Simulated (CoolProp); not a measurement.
Saturation properties of carbonyl sulfide (Tc = 105.6 °C, pc = 6369 kPa, ω = 0.098).

Model: reference Helmholtz-energy equation of state, Lemmon 2006, in CoolProp. It is a short technical equation, of lower accuracy than the large ones.

```
T (°C)  p (kPa)  enthalpy of vaporisation (kJ/kg)  vapour Z
------  -------  --------------------------------  --------
-50.75    98.59                             309.3    0.9721
-37.75      ___                             300.4    0.9584
-24.85    286.9                             290.9    0.9412
-11.85    449.5                               ___    0.9198
1.05      670.8                             269.3    0.8944
14.05     966.5                               ___    0.8642
27.05       ___                               ___    0.8289
39.95      1824                             227.0    0.7883
52.95      2416                             208.6    0.7406
65.95      3136                             186.8    0.6844
```

**Question.** What belongs in the gaps?

**Answer.** 
- -37.75, p (kPa): 174.1
- -11.85, enthalpy of vaporisation (kJ/kg): 280.5
- 14.05, enthalpy of vaporisation (kJ/kg): 256.8
- 27.05, p (kPa): 1348
- 27.05, enthalpy of vaporisation (kJ/kg): 242.8

It boils at -50.2 °C under 1 atm.
